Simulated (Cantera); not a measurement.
A closed system holds: 1 mol borazine, 0.23 mol O2, equilibrated at 1798 K and 7.50 Torr.

These are equilibrium values from Cantera (NASA tables, ideal gas, pure condensed phases), not measurements of a reactor. The feed counts by its element totals alone. Kinetics and transport are ignored.

```
species      before    after
----------  -------  -------
H2            0.841    0.542
N2           0.0606    0.297
H           0.00323   0.0712
BO          0.00420   0.0490
B2O2         0.0170  0.00377
HBO          0.0612   0.0332
B           2.59e-8  0.00101
BN          1.26e-9  3.06e-5
BH          1.24e-8  6.55e-5
B2O3        0.00875  8.94e-6
B2O         2.85e-6  0.00138
HBO2        0.00417  1.26e-5
BN(s), mol     2.58        0
B(s), mol         0     2.52
```
Gas species are given as mole fractions.

Task: What was changed between the two runs?
A. pressure from 7.50 Torr to 1.05 Torr
B. temperature from 1798 K to 2075 K
C. pressure from 7.50 Torr to 135 Torr
D. temperature from 1798 K to 2300 K

Result: D, temperature from 1798 K to 2300 K. The tables' values for BH2 are old estimates; treat these amounts as uncertain
